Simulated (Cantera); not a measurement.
Feed: 1 mol SiH2Cl2, 2.6 mol NH3, 46 mol H2, held at 1748 K and 12.8 Torr.

Equilibrium computed with Cantera from the NASA thermochemical tables; the gas is ideal and each condensed phase is pure. Candidate condensed phases: NH4Cl, Si, Si3N4; 28 gas species. The tables' values for SiCl are old estimates; treat these amounts as uncertain. Gases not in the tables: Si2H6 and higher silanes. Kinetics and transport are ignored.

Base state: H2 0.940, HCl 0.0307, N2 0.0244, SiCl2 0.00335, H 0.00170, Si 8.56e-5, Cl 4.29e-5, SiCl 4.21e-5 (mole fractions); condensed: Si(l).

Question: What changes in the equilibrium state with this change: temperature from 1748 K to 1698.15 K?

Answer: 
```tsv
species	before	after
H2	0.940	0.940
HCl	0.0307	0.0304
N2	0.0244	0.0244
H	0.00170	0.00108
SiCl2	0.00335	0.00353
Si	8.56e-5	3.87e-5
SiH	1.44e-5	7.62e-6
SiCl	4.21e-5	2.60e-5
Si(l), mol	0.812	0.807
```
The tables' values for SiCl, SiCl3 are old estimates; treat these amounts as uncertain.

Question: What changes in the equilibrium state with this change: pressure from 12.8 Torr to 75.0 Torr?

Answer: 
```
species      before     after
----------  -------  --------
H2            0.940     0.941
HCl          0.0307    0.0308
N2           0.0244    0.0244
H           0.00170  0.000701
Si          8.56e-5   1.46e-5
SiCl2       0.00335   0.00335
SiCl3       8.85e-6   2.15e-5
SiCl        4.21e-5   1.74e-5
Si(l), mol    0.812     0.817
```
The tables' values for SiCl3, SiCl are old estimates; treat these amounts as uncertain.

Question: What changes in the equilibrium state with this change: temperature from 1748 K to 1625 K?

Answer: 
```
species      before     after
----------  -------  --------
H2            0.940     0.941
HCl          0.0307    0.0306
N2           0.0244    0.0244
H           0.00170  0.000525
SiCl2       0.00335   0.00347
Si          8.56e-5   9.58e-6
SiH         1.44e-5   2.41e-6
SiCl        4.21e-5   1.07e-5
Cl          4.29e-5   1.34e-5
Si(l), mol    0.812         0
Si(s), mol        0     0.813
```
The tables' values for SiCl3, SiCl are old estimates; treat these amounts as uncertain.
